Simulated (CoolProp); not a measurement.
R1336mzz(E) at 405 K and 0.17 MPa is throttled through a valve to 0.114 MPa with no heat exchange. Each further row changes one setting.

Values from CoolProp's reference Helmholtz-energy equation of state, Akasaka 2023.

```
case                        temperature change (K)  final density (kg/m³)
--------------------------  ----------------------  ---------------------
as stated                                      [?]                   5.65
outlet pressure 0.0342 MPa                     [?]                    [?]
outlet pressure 0.148 MPa                      [?]                    [?]
```

Task: Some entries are withheld; supply them.

Result: 
- as stated, temperature change (K): -0.6
- outlet pressure 0.0342 MPa, temperature change (K): -1.5
- outlet pressure 0.0342 MPa, final density (kg/m³): 1.68
- outlet pressure 0.148 MPa, temperature change (K): -0.2
- outlet pressure 0.148 MPa, final density (kg/m³): 7.36
